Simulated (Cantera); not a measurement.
Feed: 1 mol C3H6, 25 mol H2, 0.12 mol NH3, held at 1.00 bar.

Cantera equilibrium calculation (NASA polynomials, part measured and part estimated; ideal gas, pure solids and liquids). Candidate condensed phases: C, C6H6, C7H8, C8H18; 92 gas species. Kinetics and transport are ignored. All values below are at 1200 °C.

Base state: H2 0.995, CH4 0.00291, N2 0.00211, HCN 3.99e-5, H 1.26e-5 (mole fractions); condensed: C(graphite).

Question: What changes in the equilibrium state with this change: NH3 from 0.12 to 0.094 mol?

Answer: 
| species | before | after |
|---|---|---|
| H2 | 0.995 | 0.995 |
| CH4 | 0.00291 | 0.00291 |
| N2 | 0.00211 | 0.00165 |
| HCN | 3.99e-5 | 3.53e-5 |
| H | 1.26e-5 | 1.26e-5 |
| C(graphite), mol | 2.92 | 2.92 |

Question: What changes in the equilibrium state with this change: C3H6 replaced by C2H5OH?

Answer: 
```csv
species,before,after
H2,0.995,0.961
CO,0,0.0342
CH4,0.00291,0.00271
H2O,0,6.89e-5
N2,0.00211,0.00204
HCN,3.99e-5,3.85e-5
H,1.26e-5,1.24e-5
"C(graphite), mol",2.92,0.921
```
Further candidate phases: H2O.
